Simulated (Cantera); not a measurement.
Charge: 1 mol (CH₃)₂SiCl₂, a varied amount of H₂, held at 2475 K and 4.70 mbar.

Equilibrium computed with Cantera from the NASA thermochemical tables; the gas is ideal and each condensed phase is pure. Candidate condensed phases: C, C₆H₆, C₇H₈, C₈H₁₈, Si, SiC; 109 gas species. The feed counts by its element totals alone. Gases not in the tables: Si₂H₆ and higher silanes. Equilibrium is a limit: real reactors are often held back by kinetics, nucleation or transport.

### Question
Which condensed phases are stable at each of these points (n(H₂) (mol)): 43, 54, 68, 85, 110, 130, 170, 210, 260, 320, 400?

### Answer
```csv
n(H₂) (mol),condensed phases,Si condensed (%)
43,C(graphite),0.0
54,C(graphite),0.0
68,C(graphite),0.0
85,C(graphite),0.0
110,gas only,0.0
130,gas only,0.0
170,gas only,0.0
210,gas only,0.0
260,gas only,0.0
320,gas only,0.0
400,gas only,0.0
```

From 43 mol H₂ to 85 mol H₂ the condensed part is C(graphite). From 110 mol H₂ to 400 mol H₂ nothing is condensed.
